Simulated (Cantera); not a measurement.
A closed system holds: 1 mol AlCl3, a varied amount of N2, held at 923 K and 0.100 bar.

These are equilibrium values from Cantera (NASA tables, ideal gas, pure condensed phases), not measurements of a reactor. Candidate condensed phases: Al, AlCl3, AlN; 11 gas species. Equilibrium is a limit: real reactors are often held back by kinetics, nucleation or transport.

Question: At 16 mol N2, list the 3 most abundant gas species with their mole fractions, and the condensed phases.

Answer: N2 0.941, AlCl3 0.0586, Al2Cl6 0.000109. Condensed: gas only.
